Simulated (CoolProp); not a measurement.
Vapour-liquid equilibrium of R134a (1) + R227EA (2) at 0.852 bar; x and y are mole fractions of (1).

Values from CoolProp's multi-fluid Helmholtz-energy mixture model, Tillner-Roth 1994 and Lemmon 2016; pair parameters Bell 2016.

Problem. Give the bubble temperature and the first vapour's composition at x = 0.5, 0.8, 0.95. Is there an azeotrope?

Solution. x = 0.5: 246.5 K, y = 0.606; x = 0.8: 244.4 K, y = 0.845; x = 0.95: 243.6 K, y = 0.960. No azeotrope shows between x = 0.05 and 0.95.

Pair parameters are fitted to limited data, so mixtures are less certain than the pure fluids.
